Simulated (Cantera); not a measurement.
A diamond (100) surface in a fixed gas of H2 with x(CH4) = 0.0038, x(CH3) = 3.6e-05, at 1423 K, 23000 Pa; coverages are run to steady state.

Cantera simulation using the Harris–Goodwin 1993 mechanism for the reconstructed diamond (100) surface; the numbers are that mechanism's predictions, not measurements.

θ: site fractions in the mechanism's names (c6HH fully hydrogenated, c6H* and c6*H radical sites, c6** diradical, c6HM methylated).

```json
[
 {"x(H)": "0.0001", "growth (µm/h)": "0.0170", "θ c6HH": "0.725", "θ c6H*": "0.0275", "θ c6*H": "0.244", "θ c6**": "0.00290"},
 {"x(H)": "0.00025", "growth (µm/h)": "0.116", "θ c6HH": "0.573", "θ c6H*": "0.0423", "θ c6*H": "0.374", "θ c6**": "0.00980"},
 {"x(H)": "0.00062", "growth (µm/h)": "(withheld)", "θ c6HH": "(withheld)", "θ c6H*": "(withheld)", "θ c6*H": "(withheld)", "θ c6**": "(withheld)"},
 {"x(H)": "0.0015", "growth (µm/h)": "1.16", "θ c6HH": "0.379", "θ c6H*": "0.0589", "θ c6*H": "0.521", "θ c6**": "0.0412"},
 {"x(H)": "0.0038", "growth (µm/h)": "2.06", "θ c6HH": "0.341", "θ c6H*": "0.0612", "θ c6*H": "0.541", "θ c6**": "0.0569"},
 {"x(H)": "0.0094", "growth (µm/h)": "3.09", "θ c6HH": "0.324", "θ c6H*": "0.0623", "θ c6*H": "0.548", "θ c6**": "0.0660"},
 {"x(H)": "0.023", "growth (µm/h)": "4.59", "θ c6HH": "0.317", "θ c6H*": "0.0631", "θ c6*H": "0.549", "θ c6**": "0.0706"},
 {"x(H)": "0.058", "growth (µm/h)": "7.05", "θ c6HH": "0.314", "θ c6H*": "0.0647", "θ c6*H": "0.548", "θ c6**": "0.0732"},
 {"x(H)": "0.14", "growth (µm/h)": "(withheld)", "θ c6HH": "0.312", "θ c6H*": "0.0681", "θ c6*H": "0.544", "θ c6**": "0.0754"}
]
```

Task: Some entries are withheld; supply them.

Result: 
- 0.00062, growth (µm/h): 0.472
- 0.00062, θ c6HH: 0.451
- 0.00062, θ c6H*: 0.0533
- 0.00062, θ c6*H: 0.472
- 0.00062, θ c6**: 0.0237
- 0.14, growth (µm/h): 10.1
